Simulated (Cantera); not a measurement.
A closed system holds: 1 mol NaI, 34 mol H2, 78 mol N2, 4 mol H2O, at 1900 K and 21.0 mbar.

Method: chemical equilibrium by Gibbs-energy minimisation in Cantera with the NASA 1993 tables (ideal gas, pure condensed phases). Candidate condensed phases: H2O, I2, Na, NaI, NaOH, NaO2, Na2O, Na2O2; 35 gas species. The numbers say what is thermodynamically allowed, not how fast it happens.

Base state: N2 0.662, H2 0.287, H2O 0.0339, Na 0.00561, I 0.00531, H 0.00293, NaI 0.00285, HI 0.000325 (mole fractions); condensed: gas only.

What changes in the equilibrium state with this change: H2 from 34 to 0.64 mol?


```tsv
species	before	after
N2	0.662	0.926
H2O	0.0339	0.0468
H2	0.287	0.00771
Na	0.00561	0.00691
O2	1.13e-8	2.98e-5
NO	1.22e-6	7.40e-5
O	2.19e-7	1.12e-5
NaOH	2.41e-5	0.000250
OH	2.85e-5	0.000240
```
